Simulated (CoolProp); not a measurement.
Vapour-liquid equilibrium of n-hexane (1) + dimethyl carbonate (2) at 130.85 °C; x and y are mole fractions of (1).

Values from CoolProp's multi-fluid Helmholtz-energy mixture model, Thol 2019 and Zhou 2011; pair parameters Bell 2016.

| x | bubble pressure (MPa) | y at the bubble point | dew pressure at overall composition x (MPa) | liquid density (mol/L) |
|---|---|---|---|---|
| 0.05 | 0.3759 | 0.181 | 0.3328 | 9.838 |
| 0.2 | … | 0.418 | 0.3829 | … |
| 0.35 | … | 0.522 | 0.4457 | 8.306 |
| 0.5 | 0.5501 | 0.595 | 0.5163 | 7.703 |
| 0.65 | 0.5614 | 0.669 | 0.5598 | 7.195 |
| 0.8 | … | 0.768 | 0.5529 | 6.775 |
| 0.95 | … | … | 0.5213 | 6.429 |

Q: Complete the blanks.

A: 
- 0.2, bubble pressure (MPa): 0.4779
- 0.2, liquid density (mol/L): 9.014
- 0.35, bubble pressure (MPa): 0.5255
- 0.8, bubble pressure (MPa): 0.5575
- 0.95, bubble pressure (MPa): 0.5277
- 0.95, y at the bubble point: 0.923

y crosses x between x = 0.65 and 0.8: the model has an azeotrope there.

The pair parameters rest on a limited set of measurements; away from them the model extrapolates.
